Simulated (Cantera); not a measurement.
Feed: 1 mol V, 0.053 mol O₂, 4.3 mol N₂, held at 0.0133 bar.

These are equilibrium values from Cantera (NASA tables, ideal gas, pure condensed phases), not measurements of a reactor. Candidate condensed phases: V, VN, VO, V₂O₃, V₂O₄, V₂O₅; 13 gas species. Each liquid is taken as pure. Mutual solubility and eutectic melting of coexisting phases are not modelled. VN, VO: taken at fixed stoichiometry. Condensed phases not in the tables: the oxides between V₂O₃ and V₂O₅ other than VO₂, solid solutions among these carbides, nitrides and lower oxides, V₂N, N, O or C dissolved in the metal. Kinetics and transport are ignored.

log p: log10 of the partial pressure in bar; n: condensed amount in mol.

```json
[
 {"T (K)": "1273", "log p N₂": "-1.88", "log p V": "<-13", "log p VO": "-13.82", "log p VO₂": "-12.48", "log p VN": "<-13", "log p O": "<-13", "log p N": "<-13", "n VN(s)": "0.929", "n V₂O₃(s)": "0.0353", "n VO(s)": "0", "n VO(l)": "0", "n V(s)": "0", "n V(l)": "0"},
 {"T (K)": "1373", "log p N₂": "-1.88", "log p V": "<-13", "log p VO": "-12.08", "log p VO₂": "-11.04", "log p VN": "<-13", "log p O": "<-13", "log p N": "<-13", "n VN(s)": "0.929", "n V₂O₃(s)": "0.0353", "n VO(s)": "0", "n VO(l)": "0", "n V(s)": "0", "n V(l)": "0"},
 {"T (K)": "1473", "log p N₂": "-1.88", "log p V": "-12.74", "log p VO": "-10.61", "log p VO₂": "-9.88", "log p VN": "<-13", "log p O": "<-13", "log p N": "<-13", "n VN(s)": "0.894", "n V₂O₃(s)": "0", "n VO(s)": "0.106", "n VO(l)": "0", "n V(s)": "0", "n V(l)": "0"},
 {"T (K)": "1573", "log p N₂": "-1.88", "log p V": "-11.12", "log p VO": "-9.42", "log p VO₂": "-9.02", "log p VN": "<-13", "log p O": "-13.03", "log p N": "-13.38", "n VN(s)": "0.894", "n V₂O₃(s)": "0", "n VO(s)": "0.106", "n VO(l)": "0", "n V(s)": "0", "n V(l)": "0"},
 {"T (K)": "1673", "log p N₂": "-1.88", "log p V": "-9.70", "log p VO": "-8.37", "log p VO₂": "-8.28", "log p VN": "-13.44", "log p O": "-12.12", "log p N": "-12.43", "n VN(s)": "0.894", "n V₂O₃(s)": "0", "n VO(s)": "0.106", "n VO(l)": "0", "n V(s)": "0", "n V(l)": "0"},
 {"T (K)": "1773", "log p N₂": "-1.88", "log p V": "___", "log p VO": "___", "log p VO₂": "___", "log p VN": "___", "log p O": "___", "log p N": "___", "n VN(s)": "0.894", "n V₂O₃(s)": "0", "n VO(s)": "0.106", "n VO(l)": "0", "n V(s)": "0", "n V(l)": "0"},
 {"T (K)": "1873", "log p N₂": "-1.88", "log p V": "___", "log p VO": "___", "log p VO₂": "___", "log p VN": "___", "log p O": "___", "log p N": "___", "n VN(s)": "0.894", "n V₂O₃(s)": "0", "n VO(s)": "0.106", "n VO(l)": "0", "n V(s)": "0", "n V(l)": "0"},
 {"T (K)": "1973", "log p N₂": "-1.88", "log p V": "-6.31", "log p VO": "-5.90", "log p VO₂": "-6.53", "log p VN": "-10.05", "log p O": "-9.93", "log p N": "-10.15", "n VN(s)": "0.894", "n V₂O₃(s)": "0", "n VO(s)": "0.105", "n VO(l)": "0", "n V(s)": "0", "n V(l)": "0"},
 {"T (K)": "2073", "log p N₂": "-1.88", "log p V": "-5.40", "log p VO": "-5.25", "log p VO₂": "-6.09", "log p VN": "-9.14", "log p O": "-9.36", "log p N": "-9.54", "n VN(s)": "0.893", "n V₂O₃(s)": "0", "n VO(s)": "0", "n VO(l)": "0.104", "n V(s)": "0", "n V(l)": "0"},
 {"T (K)": "2173", "log p N₂": "-1.88", "log p V": "-4.59", "log p VO": "-4.72", "log p VO₂": "-5.79", "log p VN": "-8.33", "log p O": "-8.88", "log p N": "-8.98", "n VN(s)": "0", "n V₂O₃(s)": "0", "n VO(s)": "0", "n VO(l)": "0.0987", "n V(s)": "0.886", "n V(l)": "0"},
 {"T (K)": "2273", "log p N₂": "-1.88", "log p V": "-4.09", "log p VO": "-4.24", "log p VO₂": "-5.29", "log p VN": "-7.83", "log p O": "-8.21", "log p N": "-8.48", "n VN(s)": "0", "n V₂O₃(s)": "0", "n VO(s)": "0", "n VO(l)": "0.0838", "n V(s)": "0", "n V(l)": "0.869"},
 {"T (K)": "2373", "log p N₂": "-1.89", "log p V": "-3.63", "log p VO": "-3.80", "log p VO₂": "-4.84", "log p VN": "-7.37", "log p O": "-7.60", "log p N": "-8.02", "n VN(s)": "0", "n V₂O₃(s)": "0", "n VO(s)": "0", "n VO(l)": "0.0437", "n V(s)": "0", "n V(l)": "0.820"},
 {"T (K)": "2473", "log p N₂": "-1.91", "log p V": "-3.21", "log p VO": "-3.57", "log p VO₂": "-4.75", "log p VN": "-6.96", "log p O": "-7.20", "log p N": "-7.60", "n VN(s)": "0", "n V₂O₃(s)": "0", "n VO(s)": "0", "n VO(l)": "0", "n V(s)": "0", "n V(l)": "0.685"},
 {"T (K)": "2573", "log p N₂": "-1.94", "log p V": "-2.82", "log p VO": "-3.57", "log p VO₂": "-5.11", "log p VN": "-6.59", "log p O": "-7.05", "log p N": "-7.22", "n VN(s)": "0", "n V₂O₃(s)": "0", "n VO(s)": "0", "n VO(l)": "0", "n V(s)": "0", "n V(l)": "0.335"}
]
```

Task: Complete the blanks.

Result: 
- 1773, log p V: -8.44
- 1773, log p VO: -7.45
- 1773, log p VO₂: -7.62
- 1773, log p VN: -12.18
- 1773, log p O: -11.31
- 1773, log p N: -11.59
- 1873, log p V: -7.31
- 1873, log p VO: -6.63
- 1873, log p VO₂: -7.04
- 1873, log p VN: -11.05
- 1873, log p O: -10.58
- 1873, log p N: -10.83
